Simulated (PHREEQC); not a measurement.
Solution (25 °C): 80 mmol/kgw NaCl and 0.73 mmol/kgw Cu(NO3)2. Closed to the air; pH follows from the charge balance.

Equilibrium calculation in PHREEQC: ion-association model, phreeqc.dat.

Q: The ionic strength comes out as 0.0821 mol/kgw. What activity coefficients do NO3-, Cl-, H+, CuCl+, Cu+2 get?

A: NO3- 0.77, Cl- 0.78, H+ 0.83, CuCl+ 0.78, Cu+2 0.42.

No solid was allowed to form. Complexes and solids missing from the database can't appear.
